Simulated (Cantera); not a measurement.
## Thermodynamics of carbothermic reduction, feed Fe₃O₄ + CO + H₂

Charge: 1 mol Fe₃O₄, 17 mol CO, 16 mol H₂, equilibrated at 1275 °C.

Equilibrium computed with Cantera from the NASA thermochemical tables; the gas is ideal and each condensed phase is pure. Candidate condensed phases: C, C₆H₆, C₇H₈, C₈H₁₈, Fe, Fe(CO)₅, FeO, Fe(OH)₂, Fe(OH)₃, Fe₂O₃, Fe₃O₄, H₂O; 114 gas species. Equilibrium is a limit: real reactors are often held back by kinetics, nucleation or transport.

| P (Pa) | log p CO | log p H₂ | log p H₂O | log p CO₂ | log p Fe | log p H | log p CH₄ | log p OH | n Fe(γ) |
|---|---|---|---|---|---|---|---|---|---|
| 10 | -4.32 | -4.40 | -5.07 | -5.44 | -6.39 | -6.71 | <-16 | -8.86 | 2.87 |
| 36 | -3.76 | -3.84 | -4.52 | -4.88 | -6.39 | -6.43 | <-15 | -8.58 | 2.96 |
| 130 | -3.21 | -3.28 | -3.96 | -4.33 | -6.39 | -6.15 | -14.70 | -8.30 | 2.99 |
| 460 | -2.66 | -2.74 | -3.41 | -3.78 | -6.39 | -5.88 | -13.05 | -8.03 | 3.00 |
| 1700 | -2.09 | -2.17 | -2.84 | -3.21 | -6.39 | -5.59 | -11.35 | -7.74 | 3.00 |
| 6000 | -1.54 | -1.62 | -2.29 | -2.66 | -6.39 | -5.32 | -9.71 | -7.47 | 3.00 |
| 22000 | -0.98 | -1.06 | -1.73 | -2.10 | -6.39 | -5.04 | -8.01 | -7.19 | 3.00 |
| 77000 | -0.43 | -0.51 | -1.19 | -1.55 | -6.39 | -4.77 | -6.38 | -6.92 | 3.00 |
| 280000 | 0.13 | 0.05 | -0.62 | -0.99 | -6.39 | -4.49 | -4.70 | -6.64 | 3.00 |
| 1000000 | 0.68 | 0.60 | -0.07 | -0.44 | -6.39 | -4.21 | -3.04 | -6.36 | 3.00 |
log p: log10 of the partial pressure in bar; n: condensed amount in mol.

From 0.000100 bar to 10.0 bar the condensed part is Fe(γ). The main Fe-bearing gas is Fe at 0.000100 bar and Fe(OH)₂ at 10.0 bar.
